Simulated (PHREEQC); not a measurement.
Make-up at 6.4 °C: 2.2 mmol/kgw HF, 22 mmol/kgw NH4HF2 and 1.6 mmol/kgw (NH4)2SiF6. Closed to the air; pH follows from the charge balance.

Equilibrium calculation in PHREEQC: ion-association model, wateq4f.dat.

```
quantity                   before     after
------------------------  -------  --------
pH                           3.04      3.23
ionic strength (mol/kgw)   0.0278    0.0275
F- (mol/kgw)               0.0218    0.0209
HF (mol/kgw)               0.0185    0.0205
H2F2 (mol/kgw)            0.00170  0.000630
HF2- (mol/kgw)            0.00128   0.00180
```

Question: What was changed between the two runs?
(A) temperature from 6.4 to 30 °C
(B) NH4HF2 replaced by NH4F at the same molality
(C) diluted 2-fold with water
(D) HF from 0.0022 to 0.022 mol/kgw
(E) temperature from 6.4 to 40 °C

Answer: E, temperature from 6.4 to 40 °C

Precipitation was switched off in this run. wateq4f.dat counts part of the HF as a dimer, H2F2, which phreeqc.dat doesn't know; its constant is uncertain. Away from 25 °C the constants follow the database's enthalpies or fits; those with neither stay at their 25 °C values. SiF6-2 is the database's only silicon fluoride.
